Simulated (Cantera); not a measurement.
An isothermal, constant-pressure homogeneous reactor starts with H2 : O2 = 0.24 : 1 (molar parts), equivalence ratio 0.12, at 1150 K and 22.5 Torr.

Detailed kinetics in Cantera: the H2/O2 subset of GRI-Mech 3.0, which has no nitrogen chemistry. Radical loss at walls, strong at low pressure, is not modelled. The temperature is held fixed by assumption; the heat of reaction is taken as removed at once.

x: mole fraction; the columns are a selection and need not sum to one.

| t (s) | x H2 | x O2 | x H | x HO2 | x OH |
|---|---|---|---|---|---|
| 1.00e-5 | 0.194 | 0.806 | 1.09e-9 | [?] | 1.44e-10 |
| 3.03e-5 | 0.194 | 0.806 | 3.54e-9 | [?] | 8.97e-10 |
| 9.20e-5 | 0.194 | 0.806 | 2.51e-8 | [?] | 8.41e-9 |
| 0.000279 | 0.194 | 0.806 | 3.49e-6 | [?] | 1.22e-6 |
| 0.000847 | 0.0223 | 0.716 | 0.0672 | [?] | 0.0107 |
| 0.00257 | 0.00487 | 0.751 | 0.0197 | [?] | 0.00612 |
| 0.00779 | 0.000734 | 0.781 | 0.000995 | [?] | 0.00226 |
| 0.0236 | 6.42e-5 | 0.785 | 2.59e-5 | [?] | 0.000666 |
| 0.0717 | 7.62e-6 | 0.786 | 1.19e-6 | [?] | 0.000239 |
| 0.217 | 1.35e-6 | 0.786 | 9.84e-8 | [?] | 0.000105 |
| 0.659 | 3.13e-7 | 0.786 | 1.17e-8 | [?] | 5.14e-5 |
| 2.00 | 8.47e-8 | 0.786 | 1.71e-9 | [?] | 2.71e-5 |

What belongs in the gaps?


- 1.00e-5, x HO2: 1.20e-9
- 3.03e-5, x HO2: 3.66e-9
- 9.20e-5, x HO2: 1.13e-8
- 0.000279, x HO2: 7.51e-8
- 0.000847, x HO2: 2.09e-5
- 0.00257, x HO2: 2.35e-5
- 0.00779, x HO2: 1.53e-5
- 0.0236, x HO2: 3.91e-6
- 0.0717, x HO2: 7.25e-7
- 0.217, x HO2: 1.59e-7
- 0.659, x HO2: 4.25e-8
- 2.00, x HO2: 1.49e-8
